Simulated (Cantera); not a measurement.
# Low-pressure radical oxidation in H2/O2

A perfectly stirred reactor is fed with H₂ : O₂ = 0.4 : 1 (molar parts), at 0.00390 bar; it is held at 1225 K, and followed from long to short residence time.

Computed with Cantera and GRI-Mech 3.0 (53 species, 325 reactions). Radical loss at walls, strong at low pressure, is not modelled. The temperature is held fixed by assumption; the heat of reaction is taken as removed at once.

```csv
τ (s),x H₂,x O₂,x H₂O,x H₂O₂,x H,x O,x HO₂
0.42,0.00662,0.639,0.303,1.79e-7,0.0181,0.0249,3.24e-6
0.14,0.0113,0.616,0.274,1.57e-7,0.0428,0.0442,3.18e-6
0.047,0.0164,0.591,0.239,1.30e-7,0.0758,0.0646,2.90e-6
0.016,0.0220,0.578,0.213,1.19e-7,0.0986,0.0746,2.68e-6
0.0054,0.0331,0.579,0.194,1.28e-7,0.107,0.0722,2.55e-6
0.0018,0.0612,0.595,0.166,1.51e-7,0.103,0.0590,2.40e-6
0.00061,0.128,0.632,0.113,1.44e-7,0.0750,0.0370,2.02e-6
```
x: mole fraction; the columns are a selection and need not sum to one.
